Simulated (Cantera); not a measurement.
Charge: 1 mol CaCO3, 0.22 mol CO2, 3.8 mol H2O, held at 975 °C and 0.428 Torr.

These are equilibrium values from Cantera (NASA tables, ideal gas, pure condensed phases), not measurements of a reactor. Candidate condensed phases: C, C6H6, C7H8, C8H18, Ca, CaCO3, CaO, Ca(OH)2, H2O; 115 gas species. Rates play no part.

Base state: H2O 0.757, CO2 0.243, H2 0.000115, O2 8.31e-5, CO 5.77e-5, OH 1.41e-5 (mole fractions); condensed: CaO(s).

Question: What changes in the equilibrium state with this change: temperature from 975 °C to 302 °C?

Answer: 
| species | before | after |
|---|---|---|
| H2O | 0.757 | 0.945 |
| CO2 | 0.243 | 0.0547 |
| H2 | 0.000115 | <1e-9 |
| O2 | 8.31e-5 | <1e-9 |
| CO | 5.77e-5 | <1e-9 |
| CaO(s), mol | 1.00 | 0 |
| CaCO3(calcite), mol | 0 | 1.00 |
